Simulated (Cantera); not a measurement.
Mixture: 15.1 % CH₄, 17.8 % O₂, 66.6 % N₂, 0.557 % CO₂, equivalence ratio 1.7, at 1.00 bar, adiabatic and at constant pressure. Ignition delay is the time to a rise of 400 K.

Model: GRI-Mech 3.0 (53 species, 325 reactions), integrated in Cantera.

Q: Predict: delay at 1200 K; delay at 1350 K; delay at 1500 K; delay at 1650 K; apparent activation energy between 1575 and 1725 K.

A: 
```json
{
 "delay at 1200 K": "61.8 ms",
 "delay at 1350 K": "8.35 ms",
 "delay at 1500 K": "1.48 ms",
 "delay at 1650 K": "0.359 ms",
 "apparent activation energy between 1575 and 1725 K": "190 kJ/mol"
}
```
